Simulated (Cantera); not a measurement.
**Stirred combustor or abatement burner**

A perfectly stirred reactor is fed with CH₄ : O₂ : N₂ = 1 : 2.08 : 7.83 (molar parts), equivalence ratio 0.96, at 6.10 bar; it is adiabatic with a 550 K inlet, and is followed from long to short residence time, starting on the burning branch (τ in s: 0.46, 0.19, 0.075, 0.031, 0.012, 0.005, 0.002, 0.00083, 0.00034, 0.00014, 5.5e-05, 2.2e-05).

Computed with Cantera and GRI-Mech 3.0 (53 species, 325 reactions).

| τ (s) | T (K) | x CH₄ | x O₂ | x NO₂ | x NO | x CO₂ | x HCN | x H₂O |
|---|---|---|---|---|---|---|---|---|
| 0.46 | 2369 | 1.43e-7 | 0.00901 | 1.79e-6 | 0.00340 | 0.0847 | 3.66e-8 | 0.178 |
| 0.19 | 2369 | 3.45e-7 | 0.00910 | 1.70e-6 | 0.00322 | 0.0846 | 8.31e-8 | 0.178 |
| 0.075 | 2369 | 8.58e-7 | 0.00931 | 1.52e-6 | 0.00284 | 0.0846 | 1.83e-7 | 0.178 |
| 0.031 | 2369 | 2.01e-6 | 0.00967 | 1.25e-6 | 0.00227 | 0.0844 | 3.43e-7 | 0.178 |
| 0.012 | 2366 | 4.91e-6 | 0.0102 | 8.93e-7 | 0.00156 | 0.0840 | 5.81e-7 | 0.178 |
| 0.0050 | 2359 | 1.08e-5 | 0.0110 | 6.20e-7 | 0.00102 | 0.0832 | 8.47e-7 | 0.177 |
| 0.0020 | 2342 | 2.33e-5 | 0.0121 | 4.33e-7 | 0.000655 | 0.0815 | 1.19e-6 | 0.176 |
| 0.00083 | 2315 | 4.65e-5 | 0.0137 | 3.24e-7 | 0.000449 | 0.0789 | 1.61e-6 | 0.174 |
| 0.00034 | 2274 | 9.13e-5 | 0.0160 | 2.43e-7 | 0.000317 | 0.0752 | 2.16e-6 | 0.172 |
| 0.00014 | 2220 | 0.000181 | 0.0191 | 1.76e-7 | 0.000223 | 0.0703 | 2.85e-6 | 0.168 |
| 5.5e-5 | 2144 | 0.000402 | 0.0236 | 1.16e-7 | 0.000145 | 0.0635 | 3.88e-6 | 0.164 |
| 2.2e-5 | 2039 | 0.00113 | 0.0317 | 6.45e-8 | 7.52e-5 | 0.0525 | 5.70e-6 | 0.159 |
x: mole fraction; the columns are a selection and need not sum to one.
